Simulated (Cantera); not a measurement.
## Low-pressure radical oxidation in H2/O2

A perfectly stirred reactor is fed with H₂ : O₂ : H₂O = 0.14 : 1 : 0.013 (molar parts), equivalence ratio 0.070, at 0.00120 bar; it is held at 1050 K, and followed from long to short residence time.

Computed with Cantera and the H2/O2 subset of GRI-Mech 3.0, which has no nitrogen chemistry. Radical loss at walls, strong at low pressure, is not modelled. The temperature is held fixed by assumption; the heat of reaction is taken as removed at once.

```
τ (s)      x H₂   x O₂     x H   x H₂O₂   x H₂O    x HO₂     x OH
------  -------  -----  ------  -------  ------  -------  -------
1.3     0.00287  0.828  0.0164  2.04e-8   0.125  9.50e-7  0.00317
0.68    0.00380  0.819  0.0236  1.92e-8   0.119  9.50e-7  0.00358
0.35    0.00500  0.811  0.0307  1.88e-8   0.113  9.41e-7  0.00397
0.18    0.00670  0.806  0.0364  1.96e-8   0.107  9.31e-7  0.00436
0.093   0.00943  0.805  0.0402  2.19e-8   0.102  9.22e-7  0.00480
0.048    0.0141  0.807  0.0420  2.60e-8  0.0953  9.09e-7  0.00532
0.025    0.0218  0.812  0.0414  3.13e-8  0.0874  8.86e-7  0.00581
0.013    0.0347  0.819  0.0375  3.65e-8  0.0762  8.42e-7  0.00609
0.0066   0.0562  0.831  0.0287  3.77e-8  0.0594  7.60e-7  0.00569
```
x: mole fraction; the columns are a selection and need not sum to one.
